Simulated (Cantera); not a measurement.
A closed system holds: 1 mol AlN, 6.4 mol N2, at 0.100 bar.

These are equilibrium values from Cantera (NASA tables, ideal gas, pure condensed phases), not measurements of a reactor. Candidate condensed phases: Al, AlN; 5 gas species. Equilibrium is a limit: real reactors are often held back by kinetics, nucleation or transport.

Over these rows the condensed part is AlN(s). Partial pressures as log10 of bar:

| T (K) | 1000/T (1/K) | log p Al | log p N2 |
|---|---|---|---|
| 1775 | 0.5634 | -6.28 | -1.00 |
| 1850 | 0.5405 | -5.53 | -1.00 |
| 1925 | 0.5195 | -4.83 | -1.00 |
| 2000 | 0.5000 | -4.19 | -1.00 |
| 2075 | 0.4819 | ? | -1.00 |
| 2150 | 0.4651 | -3.04 | -1.00 |

Problem. Fit log p(Al) = a + b·(1000/T) to the five rows, give the apparent enthalpy, and predict the row at 2075 K.

Solution. Means: 1000/T = 0.5177, log p = -4.774. Sxy = -0.187707, Sxx = 0.0056916, so b = -32.98 and a = -4.774 − (-32.98)×0.5177 = 12.30.
Apparent enthalpy: −19.145 × (-32.98) = 631 kJ/mol. With the condensed phases at unit activity, AlN(s) = Al(g) + 1/2 N2(g) links this pressure to the main gases: over the six rows their terms move log p by +0.00 in all, so the slope is close to that reaction's ΔH°. The five rows lie within 0.01 of the line.
Prediction at 2075 K: 12.30 + (-32.98)×0.4819 = -3.59. The computed value is -3.59, 0.00 from the line.
